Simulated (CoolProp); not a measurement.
Properties of isobutane along the isotherm 158.15 °C (Tc = 134.7 °C, pc = 3629 kPa, ω = 0.184).

Values from CoolProp's reference Helmholtz-energy equation of state, Bücker 2006.

| p (kPa) | phase | Z | cv (kJ/(kg K)) | speed of sound (m/s) | isothermal compressibility (1/MPa) |
|---|---|---|---|---|---|
| 605 | gas | (withheld) | 2.153 | 245.8 | 1.740 |
| 1210 | gas | 0.8996 | 2.171 | 234.1 | 0.9254 |
| 1810 | gas | 0.8440 | 2.191 | 221.4 | (withheld) |
| 2420 | gas | 0.7817 | 2.215 | 207.2 | 0.5509 |
| 3020 | gas | 0.7130 | 2.245 | (withheld) | 0.5028 |
| 3630 | supercritical | 0.6319 | 2.282 | 174.0 | 0.5055 |
| 4230 | supercritical | 0.5345 | (withheld) | 155.3 | 0.5773 |
| 4840 | supercritical | 0.4125 | 2.388 | 143.2 | 0.6901 |
| 5440 | supercritical | 0.3352 | 2.369 | 166.2 | 0.3485 |

Some entries are withheld; supply them.


- 605, Z: 0.9515
- 1810, isothermal compressibility (1/MPa): 0.6673
- 3020, speed of sound (m/s): 191.7
- 4230, cv (kJ/(kg K)): 2.331
